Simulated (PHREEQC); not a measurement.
0.5 mol of Zn3(PO4)2:4w (Zn3(PO4)2:4H2O) is brought to equilibrium with 1 kg of water holding 34 mmol/kgw Na2SO4, at 25 °C under several pressures of CO2. Oxygen is held at 0.21 atm. Solids allowed: Zn3(PO4)2:4w, Zn(OH)2-e, Smithsonite, Zn4(OH)6SO4, Mirabilite, Goslarite, Nahcolite, Natron. Others were left out.

Equilibrium calculation in PHREEQC: ion-association model, wateq4f.dat.

Q: Predict pH, dissolved Zn (mol/kgw), dissolved P (mol/kgw) at log pCO2 (atm) = -4.5, -2, 0.

A: 
| log pCO2 (atm) | pH | dissolved Zn (mol/kgw) | dissolved P (mol/kgw) |
|---|---|---|---|
| -4.5 | 8.03 | 0.000112 | 7.44e-5 |
| -2 | 6.56 | 0.000642 | 0.000428 |
| 0 | 5.44 | 0.00450 | 0.00300 |

H3PO4, which wateq4f.dat lacks, is added to it with the constant of phreeqc.dat. The database has no phosphate complexes of Zn. The database's zinc carbonate complexes are estimates, stronger than later reviews accept.
